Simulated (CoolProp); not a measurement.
Vapour-liquid equilibrium of R152A (1) + isobutene (2) at 3.37 kPa; x and y are mole fractions of (1).

The numbers come from the multi-fluid Helmholtz-energy mixture model, Outcalt 1996 and Lemmon 2005; pair parameters Bell 2016 in CoolProp.

Question: Give the bubble temperature and the first vapour's composition at x = 0.2, 0.5, 0.65. Is there an azeotrope?

Answer: x = 0.2: -80.5 °C, y = 0.612; x = 0.5: -82.1 °C, y = 0.696; x = 0.65: -82.3 °C, y = 0.717. y crosses x between x = 0.65 and 0.8: the model has an azeotrope there.

The pair parameters rest on a limited set of measurements; away from them the model extrapolates.
